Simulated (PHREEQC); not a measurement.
Make-up at 25 °C: 0.045 mol/kgw Ba(NO3)2 and 0.034 mol/kgw Mn(NO3)2. Closed to the air; pH follows from the charge balance.

Model: ion-association model, wateq4f.dat, run in PHREEQC.

| quantity | before | after |
|---|---|---|
| pH | 6.26 | 6.95 |
| ionic strength (mol/kgw) | 0.236 | 0.237 |

Task: What was changed between the two runs?
(A) 0.017 mol/kgw HCl added
(B) Mn(NO3)2 replaced by Pb(NO3)2 at the same molality
(C) Mn(NO3)2 replaced by Sr(NO3)2 at the same molality
(D) Ba(NO3)2 replaced by BaCl2 at the same molality

Result: C, Mn(NO3)2 replaced by Sr(NO3)2 at the same molality

No solid was allowed to form.
